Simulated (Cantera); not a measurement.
Cantera run:

```python
import numpy as np
import cantera as ct

gas_names = """
    SiH3CL SiHCL3 SiH2 CH3 Si2C CH4
""".split()
cond_names = """
    Si(cr) Si(L)
""".split()


def load(file, names, dense=False):
    # The tables refer to 1 bar. Condensed volumes are neglected.
    table = {s.name: s for s in ct.Species.list_from_file(file)}
    out = []
    for n in names:
        d = dict(table[n].input_data)
        d["thermo"] = dict(d["thermo"], **{"reference-pressure": 1e5})
        if dense:
            d["equation-of-state"] = {"model": "constant-volume", "density": "1e6 g/cm^3"}
        out.append(ct.Species.from_dict(d))
    return out


species = {s.name: s for s in load("nasa_gas.yaml", gas_names) + load("nasa_condensed.yaml", cond_names)}
# Each term lists the table entries of one substance; the one whose range holds T is used.
reactions = {
    '2 Si + 3 SiH3Cl(g) = SiHCl3(g) + 4 SiH2(g)':
        [(-2, ['Si(cr)', 'Si(L)']), (-3, ['SiH3CL']), (1, ['SiHCL3']), (4, ['SiH2'])],
    '4 CH3(g) + 2 Si = Si2C(g) + 3 CH4(g)':
        [(-4, ['CH3']), (-2, ['Si(cr)', 'Si(L)']), (1, ['Si2C']), (3, ['CH4'])],
}


def pick(names, T):
    return next(species[n] for n in names if species[n].thermo.min_temp <= T <= species[n].thermo.max_temp)


results = []
for label, terms in reactions.items():
    print(label)
    print("     T/K   dH/kJ  dS/(J/K)   dG/kJ   log10 K")
    for T in [300, 2673, 2748, 2823, 2898, 2973]:
        used = [(nu, pick(names, T)) for nu, names in terms]
        dH = sum(nu * s.thermo.h(T) for nu, s in used) / 1e6
        dS = sum(nu * s.thermo.s(T) for nu, s in used) / 1e3
        dG = dH - T * dS / 1e3
        logK = -dG * 1e6 / (ct.gas_constant * T * np.log(10))
        results.append((label, T, dH, dS, dG, logK, [s.name for _, s in used]))
        print(f"{T:8g} {dH:8.1f} {dS:8.1f} {dG:8.1f} {logK:8.2f}")
```

Output:

```
2 Si + 3 SiH3Cl(g) = SiHCl3(g) + 4 SiH2(g)
     T/K   dH/kJ  dS/(J/K)   dG/kJ   log10 K
     300    910.7    354.2    804.5  -140.07
    2673    789.5    297.2     -4.8     0.09
    2748    787.3    296.3    -27.1     0.51
    2823    785.0    295.5    -49.3     0.91
    2898    782.7    294.7    -71.4     1.29
    2973    780.4    294.0    -93.5     1.64
4 CH3(g) + 2 Si = Si2C(g) + 3 CH4(g)
     T/K   dH/kJ  dS/(J/K)   dG/kJ   log10 K
     300   -275.9    -12.5   -272.2    47.39
    2673   -377.0   -100.0   -109.6     2.14
    2748   -374.8    -99.2   -102.2     1.94
    2823   -372.5    -98.4    -94.7     1.75
    2898   -370.2    -97.6    -87.4     1.58
    2973   -367.7    -96.7    -80.1     1.41
```

Standard-state values (1 bar) from the NASA 1993 polynomials, evaluated with Cantera. Condensed species are held in their standard states even where they would react or evaporate.
